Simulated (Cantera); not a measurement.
A closed system holds: 1 mol AlCl3, 9.5 mol HCl, 33 mol N2, 100 mol NH3, at 1727 °C and 0.100 bar.

Cantera equilibrium calculation (NASA polynomials, part measured and part estimated; ideal gas, pure solids and liquids). Candidate condensed phases: Al, AlCl3, AlN, NH4Cl; 20 gas species. The tables' values for AlCl2 are old estimates; treat these amounts as uncertain. Rates play no part.

Base state: H2 0.607, N2 0.339, HCl 0.0463, H 0.00401, AlCl 0.00373, AlCl2 0.000297, Cl 0.000228, AlCl3 4.59e-5 (mole fractions); condensed: gas only.

What changes in the equilibrium state with this change: temperature from 1727 °C to 650 °C?


```csv
species,before,after
H2,0.607,0.614
N2,0.339,0.340
HCl,0.0463,0.0434
H,0.00401,<1e-9
AlCl,0.00373,<1e-9
AlCl3,4.59e-5,0.00266
Cl,0.000228,<1e-9
AlCl2,0.000297,1.12e-8
NH3,5.52e-7,2.83e-5
"AlN(s), mol",0,0.353
```
